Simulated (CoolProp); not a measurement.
A single-stage vapour-compression cycle with the fluid: evaporating at 301.15 K (dew point), condensing at 344.15 K (bubble point), superheat 2 K, subcooling 5 K, compressor efficiency 0.75, no pressure losses. The same conditions are run with several fluids, on thermodynamics alone (safety and materials aside).

Model: reference Helmholtz-energy equation of state of each fluid (R236FA: Pan 2012; R245fa: Akasaka 2015; R365MFC: Lemmon 2016; propyne: Polt 1992; chlorine: Thol 2021; c-C4F8 (RC318): Platzer 1990), in CoolProp. The equations of Platzer and Polt are older, rougher fits.

| fluid | cooling COP | pressure ratio | discharge temperature (K) | refrigerating effect (kJ/kg) | volumetric capacity (kJ/m³) |
|---|---|---|---|---|---|
| R236FA | 4.10 | 3.35 | 344.2 | 96.1 | 1930 |
| R245fa | (withheld) | 3.77 | (withheld) | 139 | 1300 |
| R365MFC | 4.43 | 4.27 | 344.2 | 142 | 551 |
| propyne | 4.44 | (withheld) | 367.0 | 367 | 4170 |
| chlorine | 4.41 | 2.70 | 407.9 | 207 | 5510 |
| c-C4F8 (RC318) | 3.71 | 3.19 | 344.2 | 59.9 | 1820 |

### Question
Some entries are withheld; supply them.

### Answer

- R245fa, cooling COP: 4.40
- R245fa, discharge temperature (K): 346.3
- propyne, pressure ratio: 2.92

The compression ends wet for: R236FA; R365MFC; c-C4F8 (RC318).
